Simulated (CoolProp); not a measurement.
Model: reference Helmholtz-energy equation of state, Thol 2017, in CoolProp.

Question: For octamethyltrisiloxane (MDM), give the phase and the cv (kJ/(kg K)), fugacity coefficient at 575 K and 0.128 MPa; 575 K and 0.227 MPa; 575 K and 1.28 MPa.

Answer: 
- 575 K and 0.128 MPa: gas; cv 2.06, fugacity coefficient 0.972
- 575 K and 0.227 MPa: gas; cv 2.06, fugacity coefficient 0.951
- 575 K and 1.28 MPa: gas; cv 2.13, fugacity coefficient 0.724
